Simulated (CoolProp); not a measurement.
Nitrogen at 298.15 K and 1.14 MPa is throttled through a valve to 0.766 MPa with no heat exchange. Each further row changes one setting.

Model: reference Helmholtz-energy equation of state, Span 2000, in CoolProp.

```tsv
case	temperature change (K)	final density (kg/m³)
as stated	[?]	[?]
outlet pressure 0.23 MPa	-1.9	[?]
outlet pressure 0.996 MPa	-0.3	11.3
```

Task: Some entries are withheld; supply them.

Result: 
- as stated, temperature change (K): -0.8
- as stated, final density (kg/m³): 8.69
- outlet pressure 0.23 MPa, final density (kg/m³): 2.62
